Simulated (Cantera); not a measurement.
Cantera run:

```python
import numpy as np
import cantera as ct

gas_names = [...]  # 47 gases of nasa_gas.yaml made of Ca, F, H, N, O
cond_names = """
    Ca(a) Ca(b) Ca(L) CaF2(a) CaF2(b) CaF2(L) CaO(s) CaO(L) CaO2H2(s) H2O(s) H2O(L)
""".split()


# ... load() reads the species with a 1 bar reference pressure and builds the phases ...
atoms = {
    'CaF2': {'Ca': 1, 'F': 2},
    'H2O': {'H': 2, 'O': 1},
    'N2': {'N': 2},
}
top_T = {}  # K; cautious upper limits of use, not melting points


# ... equilibrate(T, P, feed) seeds the gas with the atoms and calls Mixture.equilibrate('TP', solver="vcs", rtol=1e-11, max_steps=5000) ...
results = []
T = 1723.15  # K
P = 0.22  # Pa
for m in [0.24, 0.28, 0.32, 0.38, 0.45, 0.52, 0.61, 0.72, 0.84, 0.98, 1.1, 1.3]:
    feed = {'CaF2': 1, 'H2O': m, 'N2': 4.7}  # mol
    mix = equilibrate(T, P, feed)
    results.append((T, P, feed, dict(zip(mix.species_names, mix.species_moles))))

top = {s: max(r[3][s] / sum(r[3][g] for g in gas_names) for r in results) for s in gas_names}
cols = sorted((s for s in top if top[s] > 0.001), key=lambda s: -top[s])[:8]
seen = [c for c in cond_names if any(r[3].get(c, 0) > 1e-12 for r in results)]
print("log10 of partial pressures in bar; condensed amounts in mol")
print(f"{'n(H2O)':>10s}" + "".join(f"{s[:9]:>10s}" for s in cols + seen))
for T, P, feed, n in results:
    ng = sum(n[g] for g in gas_names)
    print(f"{feed['H2O']:10.4g}" + "".join(f"{np.log10(max(n[s] / ng * P / 1e5, 1e-99)):10.3f}" for s in cols)
          + "".join(f"{n.get(c, 0):10.4g}" for c in seen))
```

Output:

```
log10 of partial pressures in bar; condensed amounts in mol
    n(H2O)        N2        HF      CaF2       H2O         H        H2        O2        OH    CaO(s)
      0.24    -5.762    -6.800    -6.543    -8.491    -8.125    -8.773    -8.624    -9.104    0.2073
      0.28    -5.765    -6.740    -6.565    -8.351    -8.067    -8.658    -8.573    -9.021    0.2411
      0.32    -5.768    -6.690    -6.588    -8.228    -8.018    -8.559    -8.524    -8.947     0.274
      0.38    -5.773    -6.627    -6.622    -8.068    -7.955    -8.434    -8.455    -8.850    0.3217
      0.45    -5.778    -6.568    -6.662    -7.909    -7.894    -8.312    -8.382    -8.753    0.3747
      0.52    -5.783    -6.520    -6.704    -7.772    -7.843    -8.208    -8.314    -8.667    0.4247
      0.61    -5.790    -6.471    -6.758    -7.620    -7.786    -8.095    -8.236    -8.571    0.4842
      0.72    -5.798    -6.425    -6.825    -7.461    -7.728    -7.979    -8.150    -8.471    0.5494
      0.84    -5.807    -6.389    -6.898    -7.314    -7.675    -7.874    -8.068    -8.377    0.6112
      0.98    -5.817    -6.358    -6.982    -7.171    -7.624    -7.771    -7.985    -8.284    0.6712
       1.1    -5.825    -6.341    -7.051    -7.066    -7.587    -7.698    -7.924    -8.217    0.7135
       1.3    -5.839    -6.322    -7.158    -6.923    -7.537    -7.597    -7.839    -8.124    0.7685
```

Method: chemical equilibrium by Gibbs-energy minimisation in Cantera with the NASA 1993 tables (ideal gas, pure condensed phases).
